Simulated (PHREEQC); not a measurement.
Solution (25 °C): 0.0072 mol/kgw CuSO4 and 0.0038 mol/kgw NaCl. Closed to the air; pH follows from the charge balance.

Equilibrium calculation in PHREEQC: ion-association model, wateq4f.dat.

This is a speciation only: nothing precipitates in the calculation.

Q: Order these S species by the share of S that they hold, largest first: SO4-2, NaSO4-, CuSO4.

A: SO4-2 (74 %), CuSO4 (25 %), NaSO4- (0.76 %)

The pH is 4.96 and the ionic strength 0.0252 mol/kgw. Saturation is exceeded, for instance for Antlerite, Brochantite; the values hold only as long as no solid forms.
